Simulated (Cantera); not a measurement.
Input: 1 mol Al, 9.7 mol Cl₂, 36 mol N₂, held at 100 Torr.

Method: chemical equilibrium by Gibbs-energy minimisation in Cantera with the NASA 1993 tables (ideal gas, pure condensed phases). Candidate condensed phases: Al, AlCl₃, AlN; 11 gas species. The numbers say what is thermodynamically allowed, not how fast it happens.

log p: log10 of the partial pressure in bar; nothing condenses.

| T (K) | log p N₂ | log p Cl₂ | log p AlCl₃ | log p Al₂Cl₆ | log p Cl |
|---|---|---|---|---|---|
| 548 | -0.97 | -1.61 | -3.51 | -2.87 | -9.53 |
| 598 | -0.97 | -1.61 | -3.07 | -2.97 | -8.55 |
| 648 | -0.97 | -1.61 | -2.77 | -3.19 | -7.72 |
| 698 | -0.97 | -1.62 | ___ | ___ | ___ |
| 748 | -0.97 | -1.62 | -2.56 | ___ | ___ |
| 798 | -0.97 | -1.62 | -2.54 | -4.53 | -5.86 |
| 848 | -0.97 | -1.62 | -2.53 | -4.98 | -5.38 |
| 898 | -0.97 | -1.62 | -2.53 | -5.38 | -4.96 |
| 948 | -0.97 | -1.62 | -2.53 | -5.73 | -4.57 |

### Question
Fill in the missing entries.

### Answer

- 698, log p AlCl₃: -2.62
- 698, log p Al₂Cl₆: -3.57
- 698, log p Cl: -7.01
- 748, log p Al₂Cl₆: -4.05
- 748, log p Cl: -6.40
